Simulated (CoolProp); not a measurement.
The numbers come from the reference Helmholtz-energy equation of state, Lemmon 2006 in CoolProp. It is a short technical equation, of lower accuracy than the large ones.

For CH3F (R41), give the phase and the Z, speed of sound (m/s) at 13.35 °C and 6870 kPa; 19.25 °C and 6870 kPa; 42.55 °C and 6870 kPa.


- 13.35 °C and 6870 kPa: liquid; Z 0.149, speed of sound 591
- 19.25 °C and 6870 kPa: liquid; Z 0.151, speed of sound 549
- 42.55 °C and 6870 kPa: liquid; Z 0.177, speed of sound 336
